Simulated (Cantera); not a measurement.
Feed: 1 mol SiCl₄, 0.23 mol N₂, 3.9 mol NH₃, at 1150 K and 0.000260 bar.

Equilibrium computed with Cantera from the NASA thermochemical tables; the gas is ideal and each condensed phase is pure. Candidate condensed phases: NH₄Cl, Si, Si₃N₄; 28 gas species. The tables' values for SiCl₃ are old estimates; treat these amounts as uncertain. Rates play no part.

Base state: H₂ 0.426, HCl 0.399, N₂ 0.167, SiCl₄ 0.00527, SiCl₂ 0.00211, SiCl₃ 0.00101, SiHCl₃ 0.000114 (mole fractions); condensed: Si₃N₄(s).

**Question.** What changes in the equilibrium state with this change: SiCl₄ replaced by SiH₄?

**Answer.** 
```tsv
species	before	after
H₂	0.426	0.838
N₂	0.167	0.162
HCl	0.399	0
SiCl₄	0.00527	0
SiCl₂	0.00211	0
SiCl₃	0.00101	0
SiHCl₃	0.000114	0
Si₃N₄(s), mol	0.307	0.333
```
